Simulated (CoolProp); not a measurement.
A single-stage vapour-compression cycle with R125: evaporating at 214.15 K (dew point), condensing at 279.15 K (bubble point), superheat 8 K, subcooling 8 K, compressor efficiency 0.75, no pressure losses. Each further row changes one setting.

Values from CoolProp's reference Helmholtz-energy equation of state, Lemmon 2005.

```
case                              cooling COP  pressure ratio  discharge temperature (K)  refrigerating effect (kJ/kg)  volumetric capacity (kJ/m³)
--------------------------------  -----------  --------------  -------------------------  ----------------------------  ---------------------------
as stated                                1.87            14.1                      311.5                           109                          417
evaporating temperature 219.15 K         2.13            10.7                      308.2                           112                            …
condensing temperature 274.15 K             …               …                      305.8                           115                          441
subcooling 13 K                             …            14.1                      311.5                           115                          441
superheat 18 K                           1.89            14.1                      322.4                             …                          423
compressor efficiency 0.65               1.62            14.1                      321.5                           109                          417
```

Some entries are withheld; supply them.


- evaporating temperature 219.15 K, volumetric capacity (kJ/m³): 551
- condensing temperature 274.15 K, cooling COP: 2.10
- condensing temperature 274.15 K, pressure ratio: 12.1
- subcooling 13 K, cooling COP: 1.97
- superheat 18 K, refrigerating effect (kJ/kg): 116
